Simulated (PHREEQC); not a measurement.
Nickel, zinc or cadmium bath: an equilibrium model

Consider water at 20 °C with 0.061 mol/kgw CdCl2, 0.0015 mol/kgw H3BO3 and 0.028 mol/kgw HCl. Closed to the air; pH follows from the charge balance.

Model: ion-association model, wateq4f.dat, run in PHREEQC.

Each row changes one thing in this solution. No solid was allowed to form.

| case | pH | ionic strength (mol/kgw) | Cl- (mol/kgw) | H2BO3- (mol/kgw) |
|---|---|---|---|---|
| as made | 1.64 | 0.105 | 0.0921 | 4.71e-11 |
| CdCl2 from 0.061 to 0.122 mol/kgw | 1.65 | 0.161 | 0.141 | 5.14e-11 |
| HCl from 0.028 to 0.014 mol/kgw | 1.94 | 0.0947 | 0.0805 | [?] |
| HCl left out | [?] | 0.0849 | 0.0692 | [?] |
| CdCl2 left out | 1.61 | 0.0280 | 0.0280 | 3.82e-11 |

Problem. Complete the blanks.

Solution. 
- HCl from 0.028 to 0.014 mol/kgw, H2BO3- (mol/kgw): 9.23e-11
- HCl left out, pH: 5.49
- HCl left out, H2BO3- (mol/kgw): 3.24e-7

Complexes and solids missing from the database can't appear.
